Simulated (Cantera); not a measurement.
Charge: 1 mol SiH₄, 0.22 mol O₃, 0.75 mol H₂, 1.3 mol N₂O, held at 1823 K and 0.220 bar.

Equilibrium computed with Cantera from the NASA thermochemical tables; the gas is ideal and each condensed phase is pure. Candidate condensed phases: H₂O, Si, SiO₂, Si₂N₂O, Si₃N₄; 35 gas species. The tables hold silica as quartz up to 1696 K and as liquid above; real silica turns to tridymite and cristobalite and melts near 1996 K. The numbers say what is thermodynamically allowed, not how fast it happens.

Base state: H₂ 0.670, N₂ 0.317, SiO 0.0107, H₂O 0.000969, H 0.000756 (mole fractions); condensed: SiO₂(condensed).

Task: What changes in the equilibrium state with this change: O₃ from 0.22 to 0.066 mol?

Result: 
| species | before | after |
|---|---|---|
| H₂ | 0.670 | 0.679 |
| N₂ | 0.317 | 0.290 |
| SiO | 0.0107 | 0.0297 |
| H₂O | 0.000969 | 0.000355 |
| H | 0.000756 | 0.000761 |
| SiO₂(condensed), mol | 0.956 | 0.624 |
| Si₂N₂O(s), mol | 0 | 0.128 |
Mutual solubility and eutectic melting of coexisting phases are not modelled.
